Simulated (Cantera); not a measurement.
Feed: 1 mol FeS, 2 mol SO2, 7.2 mol H2O, at 3.60 bar.

Cantera equilibrium calculation (NASA polynomials, part measured and part estimated; ideal gas, pure solids and liquids). Candidate condensed phases: Fe, FeO, Fe(OH)2, Fe(OH)3, FeS, FeSO4, FeS2, Fe2O3, Fe2(SO4)3, Fe3O4, H2O, H2SO4, S; 22 gas species. FeS: taken at fixed stoichiometry. Gases not in the tables: S3 to S7. The numbers say what is thermodynamically allowed, not how fast it happens.

log p: log10 of the partial pressure in bar; n: condensed amount in mol.

```
T (°C)  log p H2O  log p SO2  log p H2S  log p S2  log p H2  log p S2O  log p SO  n FeS2(s)  n Fe2O3(s)  n Fe3O4(s)  n FeS(s)
------  ---------  ---------  ---------  --------  --------  ---------  --------  ---------  ----------  ----------  --------
402          0.46      -0.16      -2.57     -4.42       [?]      -4.53     -8.42      0.633       0.184           0         0
427          0.46      -0.16      -2.40     -4.10       [?]      -4.30     -8.01      0.631       0.185           0         0
452          0.46      -0.15      -2.22     -3.77       [?]      -4.06     -7.61      0.616           0       0.128         0
477          0.46      -0.15      -2.04     -3.46       [?]      -3.84     -7.24      0.611           0       0.130         0
502          0.46      -0.15      -1.88     -3.17       [?]      -3.63     -6.89      0.605           0       0.132         0
527          0.46      -0.15      -1.72     -2.90       [?]      -3.43     -6.57      0.596           0       0.135         0
552          0.46      -0.15      -1.58     -2.64       [?]      -3.25     -6.27      0.583           0       0.139         0
577          0.46      -0.15      -1.44     -2.40       [?]      -3.07     -5.98      0.566           0       0.145         0
602          0.45      -0.15      -1.32     -2.17       [?]      -2.91     -5.71      0.542           0       0.153         0
627          0.45      -0.14      -1.20     -1.95       [?]      -2.74     -5.44      0.313           0       0.123     0.318
652          0.44      -0.12      -1.20     -1.87       [?]      -2.68     -5.22          0           0      0.0646     0.806
677          0.44      -0.12      -1.19     -1.81       [?]      -2.64     -5.03          0           0      0.0678     0.797
702          0.44      -0.12      -1.18     -1.76       [?]      -2.61     -4.84          0           0      0.0712     0.786
727          0.44      -0.12      -1.17     -1.71       [?]      -2.57     -4.67          0           0      0.0748     0.776
```

Q: Complete the blanks.

A: 
- 402, log p H2: -4.74
- 427, log p H2: -4.48
- 452, log p H2: -4.23
- 477, log p H2: -4.00
- 502, log p H2: -3.78
- 527, log p H2: -3.58
- 552, log p H2: -3.38
- 577, log p H2: -3.20
- 602, log p H2: -3.03
- 627, log p H2: -2.88
- 652, log p H2: -2.77
- 677, log p H2: -2.66
- 702, log p H2: -2.55
- 727, log p H2: -2.45
